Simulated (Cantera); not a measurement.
A closed system holds: 1 mol Mg(OH)₂, 0.91 mol H₂O, at 1750 K and 13.3 mbar.

Equilibrium computed with Cantera from the NASA thermochemical tables; the gas is ideal and each condensed phase is pure. Candidate condensed phases: H₂O, Mg, MgO, Mg(OH)₂; 15 gas species. Equilibrium is a limit: real reactors are often held back by kinetics, nucleation or transport.

Base state: H₂O 0.990, H₂ 0.00572, O₂ 0.00250, OH 0.00155, H 0.000152, O 3.24e-5 (mole fractions); condensed: MgO(s).

Problem. What changes in the equilibrium state with this change: temperature from 1750 K to 1525 K?

Solution. 
| species | before | after |
|---|---|---|
| H₂O | 0.990 | 0.998 |
| H₂ | 0.00572 | 0.00104 |
| O₂ | 0.00250 | 0.000474 |
| O | 3.24e-5 | 1.07e-6 |
| H | 0.000152 | 6.62e-6 |
| OH | 0.00155 | 0.000196 |
| MgO(s), mol | 1.000 | 1.00 |

Problem. What changes in the equilibrium state with this change: temperature from 1750 K to 1250 K?

Solution. 
| species | before | after |
|---|---|---|
| H₂O | 0.990 | 1.000 |
| H₂ | 0.00572 | 5.73e-5 |
| O₂ | 0.00250 | 2.72e-5 |
| O | 3.24e-5 | 3.13e-9 |
| H | 0.000152 | 3.17e-8 |
| OH | 0.00155 | 5.71e-6 |
| MgO(s), mol | 1.000 | 1.00 |
